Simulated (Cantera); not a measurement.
A Cantera script and its output.

```python
import numpy as np
import cantera as ct

surf = ct.Interface("ptcombust.yaml", "Pt_surf")
gas = surf.adjacent["gas"]
gas.TPX = 300, 5100, {'CH4': 0.011, 'O2': 0.066, 'N2': 0.79}
jet = ct.ImpingingJet(gas=gas, width=0.032, surface=surf)
jet.inlet.mdot, jet.inlet.T, jet.inlet.X = 0.17, 300, {'CH4': 0.011, 'O2': 0.066, 'N2': 0.79}
jet.set_refine_criteria(ratio=10, slope=0.2, curve=0.3)
show, cover = ['CH4', 'O2', 'H2O', 'OH', 'CO', 'CO2'], ["PT(S)", "H(S)", "O(S)", "OH(S)", "CO(S)", "C(S)"]

rows = []
print(f"{'Ts/K':>7s}" + "".join(f"{s:>11s}" for s in show + cover) + "   (gas at the wall, coverages)")
for i, Ts in enumerate([950, 1000, 1050, 1100, 1150]):
    jet.surface.T = Ts
    if i == 0:
        surf.TP = Ts, 5100
        surf.coverages = "PT(S):0.5, O(S):0.5"
        surf.advance_coverages(1.0)
        jet.set_initial_guess(products="inlet")
    jet.solve(loglevel=0, auto=(i == 0))
    rows.append([*(jet.X[gas.species_index(s), -1] for s in show), *surf[cover].coverages])
    print(f"{Ts:7g}" + "".join(f"{x:11.3e}" for x in rows[-1]))
```

Output:

```
   Ts/K        CH4         O2        H2O         OH         CO        CO2      PT(S)       H(S)       O(S)      OH(S)      CO(S)       C(S)   (gas at the wall, coverages)
    950  8.961e-03  6.821e-02  6.921e-03  5.474e-08  5.381e-06  4.555e-03  3.259e-01  9.329e-08  6.736e-01  4.826e-04  4.009e-06  1.920e-08
   1000  7.705e-03  6.555e-02  9.231e-03  1.567e-07  6.325e-06  6.085e-03  4.002e-01  2.014e-07  5.993e-01  4.844e-04  3.116e-06  1.949e-08
   1050  6.594e-03  6.320e-02  1.126e-02  3.905e-07  7.304e-06  7.433e-03  4.733e-01  3.863e-07  5.263e-01  4.611e-04  2.389e-06  1.903e-08
   1100  5.680e-03  6.128e-02  1.292e-02  8.757e-07  8.423e-06  8.534e-03  5.431e-01  6.770e-07  4.565e-01  4.230e-04  1.841e-06  1.827e-08
   1150  4.953e-03  5.975e-02  1.423e-02  1.792e-06  9.787e-06  9.405e-03  6.086e-01  1.108e-06  3.910e-01  3.781e-04  1.445e-06  1.753e-08
```

Cantera simulation using Deutschmann's 1995 Pt surface mechanism with GRI-Mech 3.0 gas chemistry; the numbers are that mechanism's predictions, not measurements. Catalytic surfaces can have several steady states; this one follows from the mechanism file's or the stated starting coverage.
